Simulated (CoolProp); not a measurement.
Vapour-liquid equilibrium of dimethyl ether (1) + chloromethane (R40) (2) at 0.271 MPa; x and y are mole fractions of (1).

The numbers come from the multi-fluid Helmholtz-energy mixture model, Wu 2011 and Thol 2014; pair parameters Bell 2016 in CoolProp.

```tsv
x	bubble temperature, mixture model (°C)	bubble temperature, Raoult's law (°C)	y, mixture model	y, Raoult's law
0.05	1.5	1.2	0.043	0.051
0.2	2.1	1.1	0.184	0.204
0.35	2.5	1.0	0.341	0.356
0.5	2.5	0.9	0.505	0.507
0.65	2.2	0.7	0.669	0.656
0.8	1.6	0.6	0.823	0.804
0.95	0.8	0.5	0.960	0.951
```

The largest gap from Raoult's law is +1.6 K in bubble temperature, at x = 0.5. y crosses x between x = 0.35 and 0.5: the model has an azeotrope there.

The pair parameters rest on a limited set of measurements; away from them the model extrapolates.
